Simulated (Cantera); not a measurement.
Input: 1 mol FeS₂, 0.15 mol O₂, 0.65 mol CO₂, held at 848.15 K and 0.140 bar.

Cantera equilibrium calculation (NASA polynomials, part measured and part estimated; ideal gas, pure solids and liquids). Candidate condensed phases: C, Fe, Fe(CO)₅, FeO, FeS, FeSO₄, FeS₂, Fe₂O₃, Fe₂(SO₄)₃, Fe₃O₄, S; 25 gas species. FeS: taken at fixed stoichiometry. Gases not in the tables: S₃ to S₇. The numbers say what is thermodynamically allowed, not how fast it happens.

Base state: CO₂ 0.805, SO₂ 0.186, S₂ 0.00794, S₂O 0.000445, COS 0.000214, CO 0.000212 (mole fractions); condensed: FeS(s) + FeS₂(s).

Problem. What changes in the equilibrium state with this change: O₂ from 0.15 to 0.42 mol?

Solution. 
```
species         before     after
------------  --------  --------
CO₂              0.805     0.602
SO₂              0.186     0.389
S₂             0.00794   0.00794
S₂O           0.000445  0.000643
CO            0.000212  0.000110
COS           0.000214  0.000111
FeS(s), mol      0.164     0.438
FeS₂(s), mol     0.836     0.562
```
